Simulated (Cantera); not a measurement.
A perfectly stirred reactor is fed with CH4 : N2 = 1 : 22 (molar parts), at 10.00 Torr; it is held at 1375 K, and followed from long to short residence time.

Detailed kinetics in Cantera: GRI-Mech 3.0 (53 species, 325 reactions). GRI-Mech 3.0 stops at C3 and has no aromatics, soot or wall deposition, so with more carbon than oxygen in the feed, carbon stays in small species such as C2H2 where larger ones or solid carbon would form. Radical loss at walls, strong at low pressure, is not modelled.

x: mole fraction; the columns are a selection and need not sum to one.

```csv
τ (s),x CH4,x H2,x CH3,x C2H,x C2H4,x C2H2,x HCN
21,0.0389,0.00624,5.30e-5,1.09e-10,0.000356,0.00183,4.18e-10
3.5,0.0429,___,___,6.75e-12,___,___,5.75e-12
0.60,0.0435,1.49e-5,1.33e-5,<1e-12,3.38e-6,2.38e-7,<1e-12
0.10,0.0435,1.28e-6,2.45e-6,<1e-12,2.02e-8,2.00e-10,<1e-12
0.017,0.0435,2.10e-7,4.20e-7,<1e-12,1.01e-10,<1e-12,<1e-12
0.0028,0.0435,3.32e-8,6.80e-8,<1e-12,<1e-12,<1e-12,<1e-12
0.00048,0.0435,___,___,<1e-12,<1e-12,<1e-12,<1e-12
```

Task: Complete the blanks.

Result: 
- 3.5, x H2: 0.000632
- 3.5, x CH3: 4.51e-5
- 3.5, x C2H4: 0.000155
- 3.5, x C2H2: 9.60e-5
- 0.00048, x H2: 4.69e-9
- 0.00048, x CH3: 1.06e-8
